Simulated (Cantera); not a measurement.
Input (Python, Cantera) and output of one run.

```python
import numpy as np
import cantera as ct

gas_names = [...]  # 113 gases of nasa_gas.yaml made of C, H, O, Pb
cond_names = """
    C(gr) C6H6(L) C7H8(L) C8H18(L),n-octa H2O(s) H2O(L) Pb(cr) Pb(L) PbO(rd) PbO(yw) PbO(L) PbO2(s)
    Pb3O4(s)
""".split()


# ... load() reads the species with a 1 bar reference pressure and builds the phases ...
atoms = {
    'PbO': {'Pb': 1, 'O': 1},
    'CH4': {'C': 1, 'H': 4},
    'H2': {'H': 2},
    'C': {'C': 1},
}
top_T = {'C(gr)': 4500, 'Pb3O4(s)': 820}  # K; cautious upper limits of use, not melting points


# ... equilibrate(T, P, feed) seeds the gas with the atoms and calls Mixture.equilibrate('TP', solver="vcs", rtol=1e-11, max_steps=5000) ...
results = []
feed = {'PbO': 1, 'CH4': 0.31, 'H2': 18, 'C': 2}  # mol
P = 13000  # Pa
for T in [1698, 1798, 1898, 1998, 2098, 2198, 2298]:
    mix = equilibrate(T, P, feed)
    results.append((T, P, feed, dict(zip(mix.species_names, mix.species_moles))))

top = {s: max(r[3][s] / sum(r[3][g] for g in gas_names) for r in results) for s in gas_names}
cols = sorted((s for s in top if top[s] > 0.001), key=lambda s: -top[s])[:9]
seen = [c for c in cond_names if any(r[3].get(c, 0) > 1e-12 for r in results)]
print("log10 of partial pressures in bar; condensed amounts in mol")
print(f"{'T/K':>10s}" + "".join(f"{s[:9]:>10s}" for s in cols + seen))
for T, P, feed, n in results:
    ng = sum(n[g] for g in gas_names)
    print(f"{T:10.4g}" + "".join(f"{np.log10(max(n[s] / ng * P / 1e5, 1e-99)):10.3f}" for s in cols)
          + "".join(f"{n.get(c, 0):10.4g}" for c in seen))
```

Output:

```
log10 of partial pressures in bar; condensed amounts in mol
       T/K        H2        CO        Pb         H C2H2,acet     C(gr)
      1698    -0.931    -2.200    -2.200    -4.305    -5.073     1.305
      1798    -0.931    -2.201    -2.201    -3.919    -4.694     1.302
      1898    -0.932    -2.201    -2.201    -3.573    -4.356     1.295
      1998    -0.933    -2.201    -2.201    -3.261    -4.053     1.281
      2098    -0.935    -2.202    -2.202    -2.979    -3.780     1.256
      2198    -0.938    -2.204    -2.204    -2.723    -3.534     1.216
      2298    -0.944    -2.206    -2.206    -2.491    -3.312     1.152
```

Equilibrium computed with Cantera from the NASA thermochemical tables; the gas is ideal and each condensed phase is pure.
